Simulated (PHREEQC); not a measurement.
Make-up at 20 °C: 0.4 mol/kgw ZnCl2, 0.0013 mol/kgw CO2 and 0.0002 mol/kgw Ba(NO3)2. Closed to the air; pH follows from the charge balance.

Equilibrium calculation in PHREEQC: ion-association model, phreeqc.dat.

Each row changes one thing in this solution. No solid was allowed to form.

```tsv
case	pH	ionic strength (mol/kgw)	Cl- (mol/kgw)	CO2 (mol/kgw)	HCO3- (mol/kgw)	(CO2)2 (mol/kgw)
as made	4.16	0.967	0.635	0.00121	1.34e-5	2.85e-8
Ba(NO3)2 left out	4.16	0.966	0.635	0.00121	1.34e-5	2.85e-8
ZnCl2 replaced by AlCl3 at the same molality	3.06	2.40	1.20	0.00130	1.70e-6	4.53e-8
temperature from 20 to 55 °C	4.18	0.743	0.489	0.00122	1.69e-5	7.47e-8
CO2 from 0.0013 to 0.00065 mol/kgw	4.29	0.967	0.635	0.000593	8.97e-6	6.79e-9
CO2 from 0.0013 to 0.013 mol/kgw	3.66	0.967	0.635	0.0127	4.52e-5	3.12e-6
ZnCl2 from 0.4 to 0.44 mol/kgw	4.14	1.05	0.680	0.00121	1.34e-5	2.90e-8
diluted 10-fold with water	4.88	0.115	0.0775	0.000117	4.81e-6	2.17e-10
```

The ionic strength passes 0.7 mol/kgw, the rough limit of the ion-association models, in as made; Ba(NO3)2 left out; ZnCl2 replaced by AlCl3 at the same molality; temperature from 20 to 55 °C; CO2 from 0.0013 to 0.00065 mol/kgw; CO2 from 0.0013 to 0.013 mol/kgw; ZnCl2 from 0.4 to 0.44 mol/kgw. At this temperature some constants are extrapolated from 25 °C, and those without enthalpy data are left unchanged.
